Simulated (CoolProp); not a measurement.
R1233zd(E) along the isotherm 176.85 °C: fugacity coefficient from the reference equation and from simpler models built on Tc = 165.7 °C, pc = 35.83 bar, ω = 0.304; each cubic takes its own stable root.

The numbers come from the reference Helmholtz-energy equation of state, Akasaka 2022 in CoolProp.

```
p (bar)          phase   reference  van der Waals  Soave-Redlich-Kwong  Peng-Robinson
-------  -------------  ----------  -------------  -------------------  -------------
0.283              gas      0.9974         0.9978               0.9975         0.9972
0.416              gas      0.9962         0.9968               0.9964         0.9959
0.61               gas      0.9944         0.9952               0.9947         0.9940
0.896              gas      0.9918         0.9930               0.9922         0.9913
1.31               gas      0.9881         0.9898               0.9886         0.9872
1.93               gas      0.9825         0.9850               0.9832         0.9812
2.83               gas      0.9744         0.9780           (withheld)         0.9726
4.16               gas      0.9624         0.9677               0.9640     (withheld)
6.1                gas      0.9450         0.9526               0.9474         0.9414
8.96               gas      0.9197         0.9305               0.9230         0.9146
13.1               gas      0.8834     (withheld)               0.8882         0.8764
19.3               gas      0.8299         0.8507               0.8367         0.8206
28.3               gas      0.7531         0.7802               0.7626     (withheld)
41.6     supercritical      0.6351         0.6616           (withheld)         0.6242
61       supercritical  (withheld)     (withheld)               0.5022         0.4783
89.6     supercritical      0.3698         0.4175               0.3954         0.3714
```

Q: Fill in the missing entries.

A: 
- 2.83, Soave-Redlich-Kwong: 0.9754
- 4.16, Peng-Robinson: 0.9598
- 13.1, van der Waals: 0.8986
- 28.3, Peng-Robinson: 0.7417
- 41.6, Soave-Redlich-Kwong: 0.6486
- 61, reference: 0.4803
- 61, van der Waals: 0.5166
